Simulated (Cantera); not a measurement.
A closed system holds: 1 mol MgCl2, a varied amount of H2O, 60 mol H2, at 1198.15 K and 1.80 Pa.

These are equilibrium values from Cantera (NASA tables, ideal gas, pure condensed phases), not measurements of a reactor. Candidate condensed phases: H2O, Mg, MgCl2, MgO, Mg(OH)2; 22 gas species. Equilibrium is a limit: real reactors are often held back by kinetics, nucleation or transport.

At 7.4 mol H2O, list the 4 most abundant gas species with their mole fractions, and the condensed phases.

H2 0.877, H2O 0.0936, HCl 0.0292, H 4.21e-5. Condensed: MgO(s).
